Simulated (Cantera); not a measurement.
Charge: 1 mol Si2H6, 3 mol HCl, a varied amount of H2, held at 1348 K and 1.80 bar.

Method: chemical equilibrium by Gibbs-energy minimisation in Cantera with the NASA 1993 tables (ideal gas, pure condensed phases). Candidate condensed phases: Si; 19 gas species. The feed counts by its element totals alone. The numbers say what is thermodynamically allowed, not how fast it happens.

Question: What share of the Si ends up in condensed phases as a function of n(H2) (mol), at 5.4, 12, 19, 25, 32, 39, 45, 52, 58, 65, 72, 78, 85?

Answer: 
| n(H2) (mol) | Si condensed (%) | as |
|---|---|---|
| 5.4 | 63.0 | Si(s) |
| 12 | 65.7 | Si(s) |
| 19 | 68.3 | Si(s) |
| 25 | 70.3 | Si(s) |
| 32 | 72.4 | Si(s) |
| 39 | 74.3 | Si(s) |
| 45 | 75.8 | Si(s) |
| 52 | 77.3 | Si(s) |
| 58 | 78.5 | Si(s) |
| 65 | 79.8 | Si(s) |
| 72 | 80.9 | Si(s) |
| 78 | 81.9 | Si(s) |
| 85 | 82.8 | Si(s) |
